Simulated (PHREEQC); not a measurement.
1 g of hydrous ferric oxide (600 m²/g; 0.2 weak and 0.005 strong sites per Fe, Dzombak-Morel constants, diffuse double layer) in 1 kg of water with 0.05 mol/kgw of an inert sodium salt and 3.1e-06 mol Na2SeO4, at 25 °C; the pH is set by adding NaOH or the inert anion's acid. O2 is buffered at 0.21 atm. No CO2 enters from the air. No solid was allowed to form.

Model: ion-association model, wateq4f.dat, run in PHREEQC.

```csv
pH,Se sorbed (%),surface charge σ (C/m²),surface potential ψ (mV)
4,99.9,0.294,159
4.5,99.8,0.238,___
5,99.4,0.181,135
5.5,98.0,0.130,118
6,92.1,0.089,99
6.5,70.1,0.057,78
7,28.6,___,55
7.5,5.6,0.017,31
8,0.8,0.003,6
8.5,0.1,-0.010,-20
9,0.0,-0.026,-45
9.5,0.0,-0.046,-69
10,0.0,-0.074,-90
10.5,0.0,-0.111,-110
11,0.0,-0.159,-128
11.5,0.0,-0.217,___
12,0.0,-0.282,-152
```

Task: Some entries are withheld; supply them.

Result: 
- 4.5, surface potential ψ (mV): 149
- 7, surface charge σ (C/m²): 0.034
- 11.5, surface potential ψ (mV): -142

Species that the database lacks are ignored.
